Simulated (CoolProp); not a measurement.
Vapour-liquid equilibrium of cyclohexane (1) + o-xylene (2) at 228.45 °C; x and y are mole fractions of (1).

The numbers come from the multi-fluid Helmholtz-energy mixture model, Zhou 2014 and Zhou 2012; pair parameters Bell 2016 in CoolProp.

Problem. Give the bubble pressure and the first vapour's composition at x = 0.2, 0.35, 0.95. Is there an azeotrope?

Solution. x = 0.2: 0.9349 MPa, y = 0.422; x = 0.35: 1.158 MPa, y = 0.591; x = 0.95: 1.988 MPa, y = 0.972. No azeotrope shows between x = 0.05 and 0.95.

Pair parameters are fitted to limited data, so mixtures are less certain than the pure fluids.
